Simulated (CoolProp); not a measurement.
A single-stage vapour-compression cycle with ethanol: evaporating at 305.15 K (dew point), condensing at 356.15 K (bubble point), superheat 5 K, subcooling 8 K, compressor efficiency 0.7, no pressure losses. Each further row changes one setting.

The numbers come from the reference Helmholtz-energy equation of state, Schroeder 2014 in CoolProp.

```
case                              cooling COP  pressure ratio  discharge temperature (K)  refrigerating effect (kJ/kg)  volumetric capacity (kJ/m³)
--------------------------------  -----------  --------------  -------------------------  ----------------------------  ---------------------------
as stated                                3.79            10.4                      438.9                           805                          169
evaporating temperature 310.15 K         4.32            7.92                      429.5                           812                          220
condensing temperature 351.15 K          4.25            8.53                      428.1                           819                          172
subcooling 13 K                             …            10.4                      438.9                           819                          172
superheat 15 K                              …            10.4                      449.8                           820                          167
compressor efficiency 0.6                   …            10.4                          …                           805                          169
```

Task: What belongs in the gaps?

Result: 
- subcooling 13 K, cooling COP: 3.85
- superheat 15 K, cooling COP: 3.74
- compressor efficiency 0.6, cooling COP: 3.24
- compressor efficiency 0.6, discharge temperature (K): 456.9
